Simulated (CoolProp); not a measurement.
Model: reference Helmholtz-energy equation of state, Lemmon 2006, in CoolProp. It is a short technical equation, of lower accuracy than the large ones.

For C2F6 (R116), give the phase and the cp (kJ/(kg K)), speed of sound (m/s), Joule-Thomson coefficient (K/MPa) at 324.6 K and 1.01 bar.


- 324.6 K and 1.01 bar: gas; cp 0.815, speed of sound 144, Joule-Thomson coefficient 6.54
